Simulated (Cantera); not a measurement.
Feed: 1 mol (CH3)2SiCl2, 4.5 mol HCl, 2.9 mol H2, at 2623 K.

Method: chemical equilibrium by Gibbs-energy minimisation in Cantera with the NASA 1993 tables (ideal gas, pure condensed phases). Candidate condensed phases: C, C6H6, C7H8, C8H18, Si, SiC; 109 gas species. The feed counts by its element totals alone. The tables' values for SiCl are old estimates; treat these amounts as uncertain. Kinetics and transport are ignored.

Problem. At 5.60 mbar, list the 6 most abundant gas species with their mole fractions, and the condensed phases.

Solution. H 0.284, H2 0.254, HCl 0.221, Cl 0.173, Si 0.0387, SiC2 0.0140. Condensed: C(graphite).
